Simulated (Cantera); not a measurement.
# Adiabatic ignition

An adiabatic, constant-volume homogeneous reactor starts with 8.50 % CH3OH, 18.2 % O2, 68.5 % N2, 4.76 % H2, at 1275 K and 1600000 Pa.

Model: GRI-Mech 3.0 (53 species, 325 reactions), integrated in Cantera. GRI-Mech 3.0 was tuned for natural gas; its chemistry of methanol as a main component is partial and can be far from experiment. The pressure lies above the range GRI-Mech 3.0 was tuned for (to about 10 atm).

```csv
t (s),T (K),P (bar),x CH3OH,x O2,x H2,x HCN,x C2H6,x H
2.00e-6,1275,16.0,0.0850,0.182,0.0476,<1e-12,6.48e-12,1.56e-9
7.48e-6,1275,16.0,0.0850,0.182,0.0476,<1e-12,5.66e-11,1.87e-9
2.80e-5,1275,16.0,0.0850,0.182,0.0476,<1e-12,2.46e-10,3.46e-9
0.000105,1276,16.0,0.0847,0.182,0.0477,<1e-12,7.64e-10,3.06e-8
0.000391,2969,38.7,<1e-12,0.0293,0.00734,3.69e-9,<1e-12,0.00199
0.00146,2968,38.7,<1e-12,0.0291,0.00734,3.76e-9,<1e-12,0.00198
0.00547,2968,38.7,<1e-12,0.0291,0.00734,3.76e-9,<1e-12,0.00198
0.0205,2968,38.7,<1e-12,0.0291,0.00734,3.76e-9,<1e-12,0.00198
0.0765,2968,38.7,<1e-12,0.0291,0.00734,3.76e-9,<1e-12,0.00198
0.286,2968,38.7,<1e-12,0.0291,0.00734,3.76e-9,<1e-12,0.00198
1.07,2968,38.7,<1e-12,0.0291,0.00734,3.76e-9,<1e-12,0.00198
4.00,2968,38.7,<1e-12,0.0291,0.00734,3.76e-9,<1e-12,0.00198
```
x: mole fraction; the columns are a selection and need not sum to one.

```json
{
 "time_of_steepest_temperature_rise": "0.226 ms",
 "temperature at 4.00 s": "2968 K",
 "equilibrium_temperature": "2968 K",
 "x(CH3OH) at 4.00 s": "<1e-12 (gas-phase equilibrium <1e-12)",
 "x(O2) at 4.00 s": "0.0291 (gas-phase equilibrium 0.0291)",
 "x(H2) at 4.00 s": "0.00734 (gas-phase equilibrium 0.00734)"
}
```
